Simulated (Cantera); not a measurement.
An isothermal, constant-pressure homogeneous reactor starts with CH4 : N2 = 1 : 2.7 (molar parts), at 1623 K and 60.8 Torr. Integrator tolerance rtol = 1e-08.

Detailed kinetics in Cantera: GRI-Mech 3.0 (53 species, 325 reactions). GRI-Mech 3.0 stops at C3 and has no aromatics, soot or wall deposition, so with more carbon than oxygen in the feed, carbon stays in small species such as C2H2 where larger ones or solid carbon would form.

```
quantity                                             before                                      after
----------------  -----------------------------------------  -----------------------------------------
x(CH4) at 300 s    0.00117 (gas-phase equilibrium 0.000871)  0.000187 (gas-phase equilibrium 0.000107)
x(H) at 300 s     0.000138 (gas-phase equilibrium 0.000138)    8.71e-5 (gas-phase equilibrium 8.71e-5)
x(CH2) at 300 s     4.29e-9 (gas-phase equilibrium 3.18e-9)   1.71e-9 (gas-phase equilibrium 9.75e-10)
x(C2H) at 300 s     1.74e-7 (gas-phase equilibrium 9.56e-8)    1.10e-7 (gas-phase equilibrium 3.57e-8)
x(HCN) at 300 s      5.31e-6 (gas-phase equilibrium 0.0956)     6.60e-6 (gas-phase equilibrium 0.0572)
x(C2H2) at 300 s       0.106 (gas-phase equilibrium 0.0581)      0.0422 (gas-phase equilibrium 0.0137)
x(H2) at 300 s          0.317 (gas-phase equilibrium 0.318)        0.127 (gas-phase equilibrium 0.127)
```

Question: Which change was made?
(A) temperature 1623 to 1200 K
(B) pressure from 60.8 Torr to 0.713 Torr
(C) N2 2.7 to 9.8 parts
(D) pressure from 60.8 Torr to 18.0 Torr

Answer: C, N2 2.7 to 9.8 parts
